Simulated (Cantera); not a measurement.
An isothermal, constant-pressure homogeneous reactor starts with C2H6 : N2 = 1 : 130 (molar parts), at 1650 K and 1.78 atm. Integrator tolerance rtol = 1e-08.

Detailed kinetics in Cantera: GRI-Mech 3.0 (53 species, 325 reactions). GRI-Mech 3.0 stops at C3 and has no aromatics, soot or wall deposition, so with more carbon than oxygen in the feed, carbon stays in small species such as C2H2 where larger ones or solid carbon would form.

Task: What does this change do: 0.23 parts H2O added?

Result: 
```tsv
quantity	before	after
x(C2H6) at 3.00 s	4.46e-9 (gas-phase equilibrium 1.01e-10)	2.47e-8 (gas-phase equilibrium 1.10e-10)
x(H2) at 3.00 s	0.0148 (gas-phase equilibrium 0.0150)	0.0162 (gas-phase equilibrium 0.0175)
x(C2H) at 3.00 s	1.81e-8 (gas-phase equilibrium 1.53e-9)	1.63e-8 (gas-phase equilibrium 1.12e-9)
x(C2H4) at 3.00 s	1.44e-5 (gas-phase equilibrium 1.22e-6)	1.45e-5 (gas-phase equilibrium 1.14e-6)
x(H) at 3.00 s	8.29e-6 (gas-phase equilibrium 8.35e-6)	8.84e-6 (gas-phase equilibrium 9.03e-6)
x(CH4) at 3.00 s	0.000115 (gas-phase equilibrium 1.62e-5)	0.000284 (gas-phase equilibrium 1.82e-5)
```

Task: What does this change do: 5 parts H2O added?

Result: 
```
quantity                                             before                                      after
-----------------  ----------------------------------------  -----------------------------------------
x(C2H6) at 3.00 s  4.46e-9 (gas-phase equilibrium 1.01e-10)     7.83e-8 (gas-phase equilibrium <1e-12)
x(H2) at 3.00 s       0.0148 (gas-phase equilibrium 0.0150)      0.0318 (gas-phase equilibrium 0.0377)
x(C2H) at 3.00 s    1.81e-8 (gas-phase equilibrium 1.53e-9)     2.15e-9 (gas-phase equilibrium <1e-12)
x(C2H4) at 3.00 s   1.44e-5 (gas-phase equilibrium 1.22e-6)     5.80e-6 (gas-phase equilibrium <1e-12)
x(H) at 3.00 s      8.29e-6 (gas-phase equilibrium 8.35e-6)    1.24e-5 (gas-phase equilibrium 1.32e-5)
x(CH4) at 3.00 s   0.000115 (gas-phase equilibrium 1.62e-5)  0.000734 (gas-phase equilibrium 9.19e-11)
```
